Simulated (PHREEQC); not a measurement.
Copper plating or etch bath

Make-up at 80 °C: 0.0048 mol Cu(BF4)2 and 0.0052 mol H2SO4 per kg of water. Closed to the air; pH follows from the charge balance.

Computed with PHREEQC (ion-association model, wateq4f.dat).

* **pH**: 2.31
* **ionic strength**: 0.0198 mol/kgw
* **total alkalinity**: -39.2 meq/kg

```json
[
 {"species": "HF", "molality": "0.0126", "activity": "0.0126", "log γ": "0.002"},
 {"species": "BF4-", "molality": "0.00565", "activity": "0.00479", "log γ": "-0.072"},
 {"species": "H+", "molality": "0.00561", "activity": "0.00493", "log γ": "-0.056"},
 {"species": "Cu+2", "molality": "0.00406", "activity": "0.00228", "log γ": "-0.250"},
 {"species": "H3BO3", "molality": "0.00304", "activity": "0.00306", "log γ": "0.002"},
 {"species": "HSO4-", "molality": "0.00250", "activity": "0.00215", "log γ": "-0.066"},
 {"species": "SO4-2", "molality": "0.00200", "activity": "0.00110", "log γ": "-0.261"},
 {"species": "CuSO4", "molality": "0.000700", "activity": "0.000703", "log γ": "0.002"},
 {"species": "F-", "molality": "0.000677", "activity": "0.000578", "log γ": "-0.069"},
 {"species": "BF3OH-", "molality": "0.000517", "activity": "0.000439", "log γ": "-0.072"},
 {"species": "BF2(OH)2-", "molality": "0.000387", "activity": "0.000328", "log γ": "-0.072"},
 {"species": "H2F2", "molality": "4.73e-5", "activity": "4.75e-5", "log γ": "0.002"},
 {"species": "CuF+", "molality": "4.28e-5", "activity": "3.67e-5", "log γ": "-0.067"}
]
```

Precipitation was switched off in this run. Species that the database lacks are ignored. Away from 25 °C the constants follow the database's enthalpies or fits; those with neither stay at their 25 °C values. Real BF4- forms and hydrolyses slowly; the run takes it at equilibrium.
